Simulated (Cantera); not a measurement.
## Chlorosilane synthesis and conversion: Si + HCl + H2

A closed system holds: 1 mol Si, 3.5 mol HCl, 0.42 mol H2, held at 1.00 bar.

These are equilibrium values from Cantera (NASA tables, ideal gas, pure condensed phases), not measurements of a reactor. Candidate condensed phases: Si; 19 gas species. The tables' values for SiCl3 are old estimates; treat these amounts as uncertain. The numbers say what is thermodynamically allowed, not how fast it happens.

```csv
T (K),log p H2,log p SiCl4,log p SiHCl3,log p HCl,log p SiCl3,log p SiH2Cl2,log p SiCl2,log p SiH3Cl,n Si(s)
725,-0.17,-0.66,-1.01,-3.32,-4.81,-2.52,-6.58,-4.70,0.0487
775,-0.17,-0.66,-1.02,-2.99,-4.32,-2.50,-5.84,-4.62,0.0502
825,-0.17,-0.65,-1.03,-2.70,-3.89,-2.48,-5.19,-4.56,0.0520
875,-0.17,-0.65,-1.04,-2.44,-3.51,-2.46,-4.61,-4.51,0.0542
925,-0.17,-0.65,-1.05,-2.21,-3.18,-2.45,-4.10,-4.46,0.0568
975,-0.17,-0.65,-1.06,-2.01,-2.87,-2.44,-3.64,-4.42,0.0600
1025,-0.17,-0.66,-1.07,-1.83,-2.60,-2.43,-3.23,-4.39,0.0637
1075,-0.18,-0.66,-1.08,-1.66,-2.36,-2.43,-2.86,-4.36,0.0677
1125,-0.18,-0.67,-1.09,-1.52,-2.14,-2.43,-2.53,-4.34,0.0716
```
log p: log10 of the partial pressure in bar; n: condensed amount in mol.

From 725 K to 1125 K the condensed part is Si(s). The main Si-bearing gas is SiCl4 throughout. The share of Si in condensed phases is highest at 1125 K (7.2 %) and lowest at 725 K (4.9 %).
